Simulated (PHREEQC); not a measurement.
Make-up at 25 °C: 0.42 mol/kgw Na2CO3, 0.16 mol/kgw KCl and 4.7e-05 mol/kgw H4SiO4. Closed to the air; pH follows from the charge balance.

Model: Pitzer model, pitzer.dat, run in PHREEQC.

Each row changes one thing in this solution. Precipitation was switched off in this run.

```csv
case,pH,ionic strength (mol/kgw),HCO3- (mol/kgw),H3SiO4- (mol/kgw),H2SiO4-2 (mol/kgw),H4SiO4 (mol/kgw),SI of Halite (NaCl)
as made,11.54,1.42,0.00521,3.79e-5,8.84e-6,3.04e-7,-2.95
temperature from 25 to 45 °C,11.17,1.41,0.00896,3.46e-5,1.20e-5,3.45e-7,-2.98
temperature from 25 to 55 °C,11.02,1.41,0.0115,3.29e-5,1.37e-5,3.57e-7,-2.99
Na2CO3 from 0.42 to 0.084 mol/kgw,11.27,?,0.00274,4.34e-5,2.67e-6,9.16e-7,-3.51
Na2CO3 from 0.42 to 0.378 mol/kgw,11.52,?,0.00502,3.86e-5,8.12e-6,3.34e-7,-2.99
H4SiO4 from 4.7e-05 to 4.23e-05 mol/kgw,11.54,1.42,0.00521,3.41e-5,7.96e-6,2.74e-7,-2.95
diluted 5-fold with water,11.30,0.281,0.00285,8.77e-6,4.41e-7,1.86e-7,?
```

**Question.** Fill in the missing entries.

**Answer.** 
- Na2CO3 from 0.42 to 0.084 mol/kgw, ionic strength (mol/kgw): 0.409
- Na2CO3 from 0.42 to 0.378 mol/kgw, ionic strength (mol/kgw): 1.29
- diluted 5-fold with water, SI of Halite (NaCl): -4.18

Species that the database lacks are ignored. In brines, pH and single-ion activities rest on the MacInnes convention. Away from 25 °C the constants follow the database's enthalpies or fits; those with neither stay at their 25 °C values.
